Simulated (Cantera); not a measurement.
A Cantera script and its output.

```python
import numpy as np
import cantera as ct

gas = ct.Solution("gri30.yaml")
gas.TPX = 1575, 210, {'C3H8': 1, 'H2': 14}
reactor = ct.IdealGasConstPressureReactor(gas, energy="off", clone=False)
net = ct.ReactorNet([reactor])
net.rtol, net.atol = 1e-08, 1e-18
show = ['C3H8', 'H2', 'C2H2', 'C2H6', 'CH4', 'C2H4']
times = np.geomspace(6e-05, 3, 10)

steps = ct.SolutionArray(gas, extra=["t"])
rows = []
print(f"{'t/s':>10s}{'T/K':>9s}{'P/Pa':>11s}" + "".join(f"{s:>11s}" for s in show))
for t in times:
    while net.time < t:
        t_next = net.step()
        steps.append(gas.state, t=t_next)
    rows.append([np.interp(t, steps.t, y) for y in (steps.T, steps.P, *steps(*show).X.T)])
    print(f"{t:10.3e}{rows[-1][0]:9.1f}{rows[-1][1]:11.4g}" + "".join(f"{x:11.3e}" for x in rows[-1][2:]))
rate = np.gradient(steps.T, steps.t)
print("integrator steps:", len(steps.t))
if steps.T.max() > steps.T[0] + 200:
    print(f"time of steepest temperature rise: {steps.t[rate.argmax()]:.4e} s")
gas.TPX = 1575, 210, {'C3H8': 1, 'H2': 14}
gas.equilibrate("TP")
print(f"equilibrium (TP): T = {gas.T:.1f} K  " + "  ".join(f"{s} {gas[s].X[0]:.3e}" for s in show))
```

Result:

```
       t/s      T/K       P/Pa       C3H8         H2       C2H2       C2H6        CH4       C2H4
 6.000e-05   1575.0        210  6.581e-02  9.325e-01  2.799e-09  1.775e-05  5.131e-05  1.208e-04
 1.996e-04   1575.0        210  6.306e-02  9.298e-01  3.817e-07  1.464e-04  6.163e-04  1.526e-03
 6.643e-04   1575.0        210  4.917e-02  9.155e-01  5.558e-05  6.448e-04  8.243e-03  1.194e-02
 2.210e-03   1575.0        210  5.671e-03  8.688e-01  4.662e-03  6.536e-04  5.336e-02  4.354e-02
 7.355e-03   1575.0        210  1.137e-06  8.684e-01  2.660e-02  6.515e-05  6.877e-02  2.749e-02
 2.447e-02   1575.0        210  1.012e-08  8.726e-01  4.081e-02  2.408e-05  6.950e-02  1.357e-02
 8.143e-02   1575.0        210  2.456e-09  8.750e-01  4.990e-02  1.108e-05  6.856e-02  4.694e-03
 2.710e-01   1575.0        210  1.040e-09  8.768e-01  5.445e-02  6.845e-06  6.673e-02  7.519e-04
 9.016e-01   1575.0        210  7.153e-10  8.793e-01  5.668e-02  5.448e-06  6.253e-02  2.891e-04
 3.000e+00   1575.0        210  4.293e-10  8.856e-01  6.122e-02  3.860e-06  5.191e-02  2.076e-04
integrator steps: 1006
equilibrium (TP): T = 1575.0 K  C3H8 5.597e-16  H2 9.157e-01  C2H2 8.319e-02  C2H6 2.127e-10  CH4 2.081e-04  C2H4 2.208e-05
```

Cantera simulation using GRI-Mech 3.0 (53 species, 325 reactions); the numbers are that mechanism's predictions, not measurements. GRI-Mech 3.0 was tuned for natural gas; its chemistry of propane as a main component is partial and can be far from experiment. GRI-Mech 3.0 stops at C3 and has no aromatics, soot or wall deposition, so with more carbon than oxygen in the feed, carbon stays in small species such as C2H2 where larger ones or solid carbon would form. Radical loss at walls, strong at low pressure, is not modelled.
